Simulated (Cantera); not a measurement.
Input: 1 mol Si, 21 mol HBr, 14 mol N2, equilibrated at 0.00133 bar.

These are equilibrium values from Cantera (NASA tables, ideal gas, pure condensed phases), not measurements of a reactor. Candidate condensed phases: Br2, Si, Si3N4; 28 gas species. The tables' values for SiBr3 are old estimates; treat these amounts as uncertain. Kinetics and transport are ignored.

### Question
At 1198 K, list the 5 most abundant gas species with their mole fractions, and the condensed phases.

### Answer
HBr 0.500, N2 0.409, H2 0.0571, SiBr4 0.0251, Br 0.00456. Condensed: gas only.
